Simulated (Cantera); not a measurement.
PbS + H₂ (hydrogen reduction and annealing atmospheres)

A closed system holds: 1 mol PbS, 2.8 mol H₂, at 1625 °C and 10000 Pa.

These are equilibrium values from Cantera (NASA tables, ideal gas, pure condensed phases), not measurements of a reactor. Candidate condensed phases: Pb, PbS, S; 10 gas species. Rates play no part.

* **x(H₂)**: 0.674
* **x(PbS)**: 0.151
* **x(Pb)**: 0.102
* **x(S₂)**: 0.0315
* **x(H₂S)**: 0.0299
* **x(SH)**: 0.00821
* **x(H)**: 0.00203
* **x(S)**: 0.000883
* **x(Pb₂)**: 6.23e-6
* **gas amount**: 3.948 mol
* **log10 activity of Pb(l) (absent)**: -1.69
* **log10 activity of S(l) (absent)**: -2.77
